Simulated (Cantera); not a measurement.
Gas mixture: H2O : C2H2 : C2H6 = 0.85 : 0.39 : 0.72 (molar parts), at 300 Torr, frozen composition.

Cantera's kinetic-theory transport with the Lennard-Jones parameters of GRI-Mech 3.0, ideal gas; thermal conductivity in the multicomponent form. Polar gases are described roughly by these parameters. The composition is frozen, though it would react at the higher temperatures.

D: mixture-averaged diffusion coefficient of that species in the mixture.

```tsv
T (K)	ρ (kg/m³)	cp (J/kg/K)	μ (µPa s)	λ (mW/m/K)	Pr	D (cm²/s) C2H2	D (cm²/s) NO	D (cm²/s) OH
400	0.289	2030	13.2	37.3	0.720	0.619	(withheld)	1.19
550	0.210	2392	17.8	58.1	0.731	1.13	(withheld)	2.09
700	0.165	2701	22.0	80.1	0.741	1.75	(withheld)	3.17
850	0.136	2953	25.9	102	0.748	2.47	(withheld)	4.42
1000	0.116	3182	29.6	125	0.755	3.29	(withheld)	5.83
1150	0.101	3372	33.1	147	0.759	4.19	(withheld)	7.38
1300	0.0890	3534	36.4	169	0.763	5.17	(withheld)	9.06
1450	0.0798	3672	39.6	190	0.766	6.23	(withheld)	10.9
```

Problem. What belongs in the gaps?

Solution. 
- 400, D (cm²/s) NO: 0.762
- 550, D (cm²/s) NO: 1.35
- 700, D (cm²/s) NO: 2.06
- 850, D (cm²/s) NO: 2.88
- 1000, D (cm²/s) NO: 3.81
- 1150, D (cm²/s) NO: 4.83
- 1300, D (cm²/s) NO: 5.94
- 1450, D (cm²/s) NO: 7.13
